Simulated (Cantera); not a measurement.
An adiabatic, constant-pressure homogeneous reactor starts with 9.74 % CH4, 17.7 % O2, 66.6 % N2, 5.94 % CO2, at 1450 K and 0.898 atm.

Model: GRI-Mech 3.0 (53 species, 325 reactions), integrated in Cantera.

x: mole fraction; the columns are a selection and need not sum to one.

| t (s) | T (K) | x CH4 | x O2 | x CO2 | x C2H6 | x H |
|---|---|---|---|---|---|---|
| 2.00e-6 | 1450 | 0.0974 | 0.177 | 0.0594 | <1e-12 | 4.40e-9 |
| 4.85e-6 | 1450 | 0.0974 | 0.177 | 0.0594 | 2.38e-12 | 4.58e-9 |
| 1.18e-5 | 1450 | 0.0974 | 0.177 | 0.0594 | 3.80e-11 | 4.93e-9 |
| 2.85e-5 | 1450 | 0.0974 | 0.177 | 0.0594 | 6.24e-10 | ? |
| 6.91e-5 | 1450 | 0.0974 | 0.177 | 0.0594 | 1.19e-8 | ? |
| 0.000168 | 1450 | 0.0973 | 0.177 | 0.0594 | 3.06e-7 | ? |
| 0.000406 | 1450 | 0.0972 | 0.177 | 0.0594 | 9.66e-6 | ? |
| 0.000985 | 1453 | 0.0963 | 0.177 | 0.0594 | 0.000161 | ? |
| 0.00239 | 1608 | 0.0662 | 0.151 | 0.0590 | 0.00176 | ? |
| 0.00579 | 2643 | <1e-12 | 0.0148 | 0.0903 | <1e-12 | 0.00607 |
| 0.0140 | 2638 | <1e-12 | 0.0139 | 0.0900 | <1e-12 | 0.00598 |
| 0.0340 | 2638 | <1e-12 | 0.0138 | 0.0900 | <1e-12 | 0.00597 |
| 0.0825 | 2638 | <1e-12 | 0.0138 | 0.0900 | <1e-12 | 0.00597 |
| 0.200 | 2638 | <1e-12 | 0.0138 | 0.0900 | <1e-12 | 0.00597 |

**Question.** Some entries are withheld; supply them.

**Answer.** 
- 2.85e-5, x H: 5.87e-9
- 6.91e-5, x H: 8.89e-9
- 0.000168, x H: 2.10e-8
- 0.000406, x H: 7.25e-8
- 0.000985, x H: 3.13e-7
- 0.00239, x H: 6.70e-5
